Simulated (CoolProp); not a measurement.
Vapour-liquid equilibrium of n-heptane (1) + p-xylene (2) at 1.7 bar; x and y are mole fractions of (1).

The numbers come from the multi-fluid Helmholtz-energy mixture model, Span 2003 and Zhou 2012; pair parameters Bell 2016 in CoolProp.

| x | bubble temperature (°C) | y at the bubble point | dew temperature at overall composition x (°C) | liquid density (mol/L) |
|---|---|---|---|---|
| 0.05 | 154.5 | 0.137 | 157.3 | 6.861 |
| 0.15 | 147.3 | 0.343 | 154.1 | 6.779 |
| 0.25 | 141.6 | 0.491 | 150.7 | 6.688 |
| 0.35 | 136.8 | 0.602 | 147.1 | 6.591 |
| 0.45 | 132.8 | 0.690 | 143.2 | 6.491 |
| 0.55 | 129.3 | 0.763 | 139.1 | 6.390 |
| 0.65 | 126.1 | 0.826 | 134.6 | 6.290 |
| 0.75 | 123.3 | 0.881 | 129.9 | 6.190 |
| 0.85 | 120.7 | 0.931 | 124.9 | 6.092 |
| 0.95 | 118.2 | 0.978 | 119.7 | 5.995 |

No azeotrope shows between x = 0.05 and 0.95.

Pair parameters are fitted to limited data, so mixtures are less certain than the pure fluids.
